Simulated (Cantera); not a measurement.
Input: 1 mol SiC, 0.76 mol O2, 5.8 mol N2, equilibrated at 0.0975 Torr.

Equilibrium computed with Cantera from the NASA thermochemical tables; the gas is ideal and each condensed phase is pure. Candidate condensed phases: C, Si, SiC, SiO2, Si2N2O, Si3N4; 34 gas species. The tables' values for SiN are old estimates; treat these amounts as uncertain. Equilibrium is a limit: real reactors are often held back by kinetics, nucleation or transport.

x: gas mole fraction; n: condensed amount in mol.

| T (K) | x N2 | x CO | x SiO | x Si | x Si2C | n SiC(s) |
|---|---|---|---|---|---|---|
| 1550 | 0.792 | 0.104 | 0.104 | 4.59e-5 | 1.02e-7 | 0.240 |
| 1600 | 0.792 | 0.104 | 0.104 | 0.000146 | 4.64e-7 | 0.239 |
| 1650 | 0.792 | 0.104 | 0.104 | 0.000434 | 1.92e-6 | 0.238 |
| 1700 | 0.791 | 0.104 | 0.103 | 0.00120 | 7.26e-6 | 0.235 |
| 1750 | 0.790 | 0.105 | 0.102 | 0.00313 | 2.53e-5 | 0.228 |
| 1800 | 0.786 | 0.107 | 0.0991 | 0.00760 | 8.07e-5 | [?] |
| 1850 | 0.778 | 0.111 | 0.0932 | 0.0171 | 0.000235 | [?] |
| 1900 | 0.764 | 0.118 | 0.0820 | 0.0351 | 0.000616 | [?] |
| 1950 | 0.745 | 0.127 | 0.0678 | 0.0580 | 0.000970 | 0 |
| 2000 | 0.744 | 0.128 | 0.0671 | 0.0602 | 0.000315 | 0 |
| 2050 | 0.744 | 0.128 | 0.0668 | 0.0609 | 9.99e-5 | 0 |
| 2100 | 0.744 | 0.128 | 0.0667 | 0.0612 | 3.27e-5 | 0 |
| 2150 | 0.744 | 0.128 | 0.0667 | 0.0613 | 1.12e-5 | 0 |

**Question.** What belongs in the gaps?

**Answer.** 
- 1800, n SiC(s): 0.211
- 1850, n SiC(s): 0.173
- 1900, n SiC(s): 0.0977
